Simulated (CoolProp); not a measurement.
Aqueous ammonia as a coolant, 15 % by mass, freezing at -23.3 °C, 1 atm.

Computed with CoolProp (Melinder's fits for secondary coolants).

```json
[
 {"T (°C)": "-21.2", "cp (kJ/(kg K))": "4.263", "viscosity (mPa s)": "4.95", "density (kg/m³)": "950.9", "conductivity (W/(m K))": "0.431"},
 {"T (°C)": "-16", "cp (kJ/(kg K))": "4.252", "viscosity (mPa s)": "3.88", "density (kg/m³)": "950.1", "conductivity (W/(m K))": "0.441"},
 {"T (°C)": "-10.7", "cp (kJ/(kg K))": "4.242", "viscosity (mPa s)": "3.11", "density (kg/m³)": "949.1", "conductivity (W/(m K))": "0.451"},
 {"T (°C)": "-5.5", "cp (kJ/(kg K))": "4.233", "viscosity (mPa s)": "2.56", "density (kg/m³)": "947.9", "conductivity (W/(m K))": "0.459"},
 {"T (°C)": "-0.3", "cp (kJ/(kg K))": "4.225", "viscosity (mPa s)": "2.15", "density (kg/m³)": "946.5", "conductivity (W/(m K))": "0.468"},
 {"T (°C)": "5", "cp (kJ/(kg K))": "4.217", "viscosity (mPa s)": "1.83", "density (kg/m³)": "945.0", "conductivity (W/(m K))": "0.477"},
 {"T (°C)": "10.2", "cp (kJ/(kg K))": "4.211", "viscosity (mPa s)": "1.58", "density (kg/m³)": "943.3", "conductivity (W/(m K))": "0.485"},
 {"T (°C)": "15.4", "cp (kJ/(kg K))": "4.205", "viscosity (mPa s)": "1.37", "density (kg/m³)": "941.4", "conductivity (W/(m K))": "0.494"},
 {"T (°C)": "20.7", "cp (kJ/(kg K))": "4.201", "viscosity (mPa s)": "1.19", "density (kg/m³)": "939.3", "conductivity (W/(m K))": "0.504"},
 {"T (°C)": "25.9", "cp (kJ/(kg K))": "4.198", "viscosity (mPa s)": "1.03", "density (kg/m³)": "937.1", "conductivity (W/(m K))": "0.513"}
]
```
